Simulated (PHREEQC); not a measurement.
1 kg of water holding 0.0066 mol Na2CO3, 0.046 mol NaCl, 0.06 mol KCl and 0.033 mol NaHCO3 is evaporated at 20 °C; the solids stay in contact with the brine. No CO2 enters from the air. Solids allowed: Halite, Kalicinite, Nahcolite, Natron, Sylvite, Trona. Others were left out.

The numbers come from PHREEQC with the Pitzer model, pitzer.dat.

| water left (kg) | ionic strength | water activity | Sylvite (mol) | Nahcolite (mol) | Halite (mol) | Trona (mol) | Na in solution (mol/kgw) |
|---|---|---|---|---|---|---|---|
| 1 | 0.159 | 0.995 | 0 | 0 | 0 | 0 | 0.0922 |
| 0.5552 | 0.286 | 0.991 | 0 | 0 | 0 | 0 | 0.166 |
| 0.3082 | … | … | 0 | 0 | 0 | 0 | 0.299 |
| 0.1711 | 0.928 | 0.973 | 0 | 0 | 0 | 0 | 0.539 |
| 0.09502 | 1.67 | 0.951 | 0 | 0 | 0 | 0 | … |
| 0.05276 | … | … | 0 | 0 | 0 | 0 | 1.75 |
| 0.0293 | 4.89 | 0.849 | 0 | … | 0 | 0 | 2.62 |
| 0.01627 | 7.11 | … | 0.0157 | 0.0275 | 0 | 0 | … |
| 0.00893 | 8.01 | 0.718 | 0.0431 | 0.0284 | 0.00471 | 0.00276 | 5.69 |
| 0.004849 | 8.01 | 0.718 | 0.0508 | 0.0275 | 0.0236 | 0.00452 | 5.69 |

Problem. Complete the blanks.

Solution. 
- 0.3082, ionic strength: 0.515
- 0.3082, water activity: 0.985
- 0.09502, Na in solution (mol/kgw): 0.970
- 0.05276, ionic strength: 3.01
- 0.05276, water activity: 0.911
- 0.0293, Nahcolite (mol): 0.0155
- 0.01627, water activity: 0.768
- 0.01627, Na in solution (mol/kgw): 3.98
